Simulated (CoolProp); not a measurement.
The fluoroketone C6F12O (FK-5-1-12) along the isobar 14.3 bar: fugacity coefficient from the reference equation and from simpler models built on Tc = 168.7 °C, pc = 18.69 bar, ω = 0.471; each cubic takes its own stable root.

The numbers come from the reference Helmholtz-energy equation of state, McLinden 2015 in CoolProp.

```
T (°C)   phase  reference  van der Waals  Redlich-Kwong  Soave-Redlich-Kwong  Peng-Robinson
------  ------  ---------  -------------  -------------  -------------------  -------------
-48.35  liquid  0.0003806        0.04869       0.004348            0.0004113      0.0004543
-42.05  liquid  0.0006413        0.05771       0.006231            0.0006833      0.0007443
-35.85  liquid   0.001036        0.06759              ?             0.001091       0.001173
-29.55  liquid   0.001632        0.07868        0.01185             0.001703              ?
-23.25  liquid   0.002498        0.09086        0.01587             0.002587       0.002723
-17.05  liquid   0.003699         0.1039        0.02077             0.003807       0.003971
-10.75  liquid   0.005377         0.1183        0.02684             0.005509       0.005696
-4.55   liquid   0.007599              ?        0.03401             0.007758       0.007961
1.75    liquid    0.01057         0.1502        0.04263              0.01077        0.01097
8.05    liquid    0.01443         0.1679        0.05273              0.01467        0.01485
14.25   liquid    0.01924         0.1864        0.06419              0.01955        0.01968
20.55   liquid    0.02536              ?              ?              0.02575        0.02579
```

Some entries are withheld; supply them.


- -35.85, Redlich-Kwong: 0.008667
- -29.55, Peng-Robinson: 0.001811
- -4.55, van der Waals: 0.1336
- 20.55, van der Waals: 0.2063
- 20.55, Redlich-Kwong: 0.07751
